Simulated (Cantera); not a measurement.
Charge: 1 mol Si, 1.2 mol Cl2, a varied amount of H2, 1.1 mol HCl, held at 11.0 bar.

Equilibrium computed with Cantera from the NASA thermochemical tables; the gas is ideal and each condensed phase is pure. Candidate condensed phases: Si; 19 gas species. The tables' values for SiCl3 are old estimates. Kinetics and transport are ignored.

Task: What condenses at these points (T in K, n(H2) in mol): (1423, 0.41); (1523, 1.2); (1323, 9.5); (1073, 9.5); (923, 3.3)?

Result: 
```csv
T (K),n(H2) in mol,condensed phases,Si condensed (%)
1423,0.41,Si,2.9
1523,1.2,gas only,0.0
1323,9.5,Si,4.2
1073,9.5,gas only,0.0
923,3.3,gas only,0.0
```
